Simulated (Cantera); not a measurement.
A closed system holds: 1 mol LiCl, 1.9 mol O₂, 1.2 mol H₂, at 902 °C and 1.00 bar.

Cantera equilibrium calculation (NASA polynomials, part measured and part estimated; ideal gas, pure solids and liquids). Candidate condensed phases: H₂O, Li, LiCl, LiH, LiOH, Li₂O; 25 gas species. Rates play no part.

**Question.** What is the equilibrium state?

**Answer.** 
```
Quantity                                Value
----------------------------------  ---------
x(O₂)                                   0.515
x(H₂O)                                  0.475
x(LiCl)                               0.00487
x(Li₂Cl₂)                             0.00449
x(HCl)                               0.000186
x(LiOH)                              0.000169
x(Li₃Cl₃)                            0.000140
x(Li₂(OH)₂)                           8.68e-6
x(OH)                                 5.77e-6
n(LiCl(l))                          0.963 mol
gas amount                          2.524 mol
log10 activity of Li₂O(s) (absent)      -0.74
log10 activity of Li(l) (absent)       -10.12
```
